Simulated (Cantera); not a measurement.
Cantera run, input and output.

```python
import numpy as np
import cantera as ct

gas = ct.Solution("gri30.yaml")


def delay(T, t_max=10):
    gas.TPX = T, 1000000, {'CH4': 1, 'O2': 1.54, 'N2': 5.78}
    reactor = ct.IdealGasReactor(gas, clone=False)
    net = ct.ReactorNet([reactor])
    net.rtol, net.atol = 1e-8, 1e-16
    while net.time < t_max:
        t_old, T_old = net.time, reactor.T
        net.step()
        if reactor.T > T + 400:  # ignition: a rise of 400 K
            return t_old + (T + 400 - T_old) / (reactor.T - T_old) * (net.time - t_old)
    return np.nan


taus = []
for T in [1075, 1150, 1225, 1300, 1375, 1450]:
    taus.append(delay(T))
    print(f"T0 = {T:6g} K   tau = {taus[-1]:.4e} s")
```

Result:

```
T0 =   1075 K   tau = 2.7377e-02 s
T0 =   1150 K   tau = 9.7057e-03 s
T0 =   1225 K   tau = 3.7649e-03 s
T0 =   1300 K   tau = 1.5619e-03 s
T0 =   1375 K   tau = 6.8550e-04 s
T0 =   1450 K   tau = 3.1583e-04 s
```

Detailed kinetics in Cantera: GRI-Mech 3.0 (53 species, 325 reactions).
